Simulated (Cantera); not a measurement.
What does this Cantera script print?

```python
import numpy as np
import cantera as ct

gas_names = """
    H H2 N NH NH2 NH3 N2 N2H2 N2H4 Si SiH SiH2 SiH3 SiH4 SiN Si2 Si2N Si3
""".split()
cond_names = """
    Si(cr) Si(L) Si3N4(a)
""".split()


# ... load() reads the species with a 1 bar reference pressure and builds the phases ...
atoms = {
    'Si3N4': {'Si': 3, 'N': 4},
    'H2': {'H': 2},
}
top_T = {'Si3N4(a)': 2400}  # K; cautious upper limits of use, not melting points


# ... equilibrate(T, P, feed) seeds the gas with the atoms and calls Mixture.equilibrate('TP', solver="gibbs", rtol=1e-10, max_steps=50000) ...
results = []
P = 13332.2  # Pa
for T in [1675, 1700, 1725, 1750, 1775, 1800, 1825, 1850, 1875, 1900, 1925, 1950]:
    for m in [5.4, 11, 22, 46, 93, 190, 380]:
        feed = {'Si3N4': 1, 'H2': m}  # mol
        mix = equilibrate(T, P, feed)
        results.append((T, P, feed, dict(zip(mix.species_names, mix.species_moles))))

for T, P, feed, n in results:
    print(f"{T:7g} {feed['H2']:10.4g}  " + (" + ".join(c for c in cond_names if n.get(c, 0) > 1e-12) or "gas only"))
```

Result:

```
   1675        5.4  Si(cr) + Si3N4(a)
   1675         11  Si(cr) + Si3N4(a)
   1675         22  Si(cr) + Si3N4(a)
   1675         46  Si(cr) + Si3N4(a)
   1675         93  Si(cr) + Si3N4(a)
   1675        190  Si(cr) + Si3N4(a)
   1675        380  Si(cr)
   1700        5.4  Si(L) + Si3N4(a)
   1700         11  Si(L) + Si3N4(a)
   1700         22  Si(L) + Si3N4(a)
   1700         46  Si(L) + Si3N4(a)
   1700         93  Si(L) + Si3N4(a)
   1700        190  Si(L)
   1700        380  Si(L)
   1725        5.4  Si(L) + Si3N4(a)
   1725         11  Si(L) + Si3N4(a)
   1725         22  Si(L) + Si3N4(a)
   1725         46  Si(L) + Si3N4(a)
   1725         93  Si(L) + Si3N4(a)
   1725        190  Si(L)
   1725        380  Si(L)
   1750        5.4  Si(L) + Si3N4(a)
   1750         11  Si(L) + Si3N4(a)
   1750         22  Si(L) + Si3N4(a)
   1750         46  Si(L) + Si3N4(a)
   1750         93  Si(L)
   1750        190  Si(L)
   1750        380  Si(L)
   1775        5.4  Si(L) + Si3N4(a)
   1775         11  Si(L) + Si3N4(a)
   1775         22  Si(L) + Si3N4(a)
   1775         46  Si(L)
   1775         93  Si(L)
   1775        190  Si(L)
   1775        380  Si(L)
   1800        5.4  Si(L) + Si3N4(a)
   1800         11  Si(L) + Si3N4(a)
   1800         22  Si(L) + Si3N4(a)
   1800         46  Si(L)
   1800         93  Si(L)
   1800        190  Si(L)
   1800        380  Si(L)
   1825        5.4  Si(L) + Si3N4(a)
   1825         11  Si(L) + Si3N4(a)
   1825         22  Si(L)
   1825         46  Si(L)
   1825         93  Si(L)
   1825        190  Si(L)
   1825        380  Si(L)
   1850        5.4  Si(L) + Si3N4(a)
   1850         11  Si(L) + Si3N4(a)
   1850         22  Si(L)
   1850         46  Si(L)
   1850         93  Si(L)
   1850        190  Si(L)
   1850        380  Si(L)
   1875        5.4  Si(L) + Si3N4(a)
   1875         11  Si(L)
   1875         22  Si(L)
   1875         46  Si(L)
   1875         93  Si(L)
   1875        190  Si(L)
   1875        380  Si(L)
   1900        5.4  Si(L)
   1900         11  Si(L)
   1900         22  Si(L)
   1900         46  Si(L)
   1900         93  Si(L)
   1900        190  Si(L)
   1900        380  Si(L)
   1925        5.4  Si(L)
   1925         11  Si(L)
   1925         22  Si(L)
   1925         46  Si(L)
   1925         93  Si(L)
   1925        190  Si(L)
   1925        380  Si(L)
   1950        5.4  Si(L)
   1950         11  Si(L)
   1950         22  Si(L)
   1950         46  Si(L)
   1950         93  Si(L)
   1950        190  Si(L)
   1950        380  Si(L)
```

Equilibrium computed with Cantera from the NASA thermochemical tables; the gas is ideal and each condensed phase is pure. Mutual solubility and eutectic melting of coexisting phases are not modelled.
